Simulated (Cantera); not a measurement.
A perfectly stirred reactor is fed with H₂ : O₂ : N₂ = 0.82 : 1 : 15 (molar parts), equivalence ratio 0.41, at 0.118 atm; it is held at 1125 K, and followed from long to short residence time.

Model: GRI-Mech 3.0 (53 species, 325 reactions), integrated in Cantera. The temperature is held fixed by assumption; the heat of reaction is taken as removed at once.

x: mole fraction; the columns are a selection and need not sum to one.

```json
[
 {"τ (s)": "2.0", "x H₂": "0.000133", "x O₂": "0.0359", "x O": "7.80e-5", "x H": "3.03e-5", "x NO": "1.21e-7", "x N₂O": "8.02e-8"},
 {"τ (s)": "1.0", "x H₂": "0.000207", "x O₂": "0.0360", "x O": "0.000123", "x H": "6.04e-5", "x NO": "1.51e-7", "x N₂O": "6.71e-8"},
 {"τ (s)": "0.55", "x H₂": "0.000302", "x O₂": "0.0360", "x O": "0.000182", "x H": "0.000109", "x NO": "1.99e-7", "x N₂O": "5.69e-8"},
 {"τ (s)": "0.29", "x H₂": "(withheld)", "x O₂": "0.0360", "x O": "(withheld)", "x H": "(withheld)", "x NO": "(withheld)", "x N₂O": "(withheld)"},
 {"τ (s)": "0.15", "x H₂": "0.000675", "x O₂": "0.0361", "x O": "0.000417", "x H": "0.000389", "x NO": "4.00e-7", "x N₂O": "3.88e-8"},
 {"τ (s)": "0.081", "x H₂": "(withheld)", "x O₂": "0.0362", "x O": "(withheld)", "x H": "(withheld)", "x NO": "(withheld)", "x N₂O": "(withheld)"},
 {"τ (s)": "0.043", "x H₂": "0.00142", "x O₂": "0.0363", "x O": "0.000890", "x H": "0.00126", "x NO": "7.75e-7", "x N₂O": "2.62e-8"},
 {"τ (s)": "0.023", "x H₂": "0.00204", "x O₂": "0.0366", "x O": "0.00127", "x H": "0.00220", "x NO": "1.03e-6", "x N₂O": "2.14e-8"},
 {"τ (s)": "0.012", "x H₂": "0.00294", "x O₂": "0.0371", "x O": "0.00179", "x H": "0.00376", "x NO": "1.29e-6", "x N₂O": "1.74e-8"},
 {"τ (s)": "0.0063", "x H₂": "0.00415", "x O₂": "0.0378", "x O": "0.00243", "x H": "0.00603", "x NO": "1.46e-6", "x N₂O": "1.42e-8"}
]
```

Q: Complete the blanks.

A: 
- 0.29, x H₂: 0.000450
- 0.29, x O: 0.000275
- 0.29, x H: 0.000205
- 0.29, x NO: 2.78e-7
- 0.29, x N₂O: 4.73e-8
- 0.081, x H₂: 0.000979
- 0.081, x O: 0.000609
- 0.081, x H: 0.000701
- 0.081, x NO: 5.60e-7
- 0.081, x N₂O: 3.20e-8
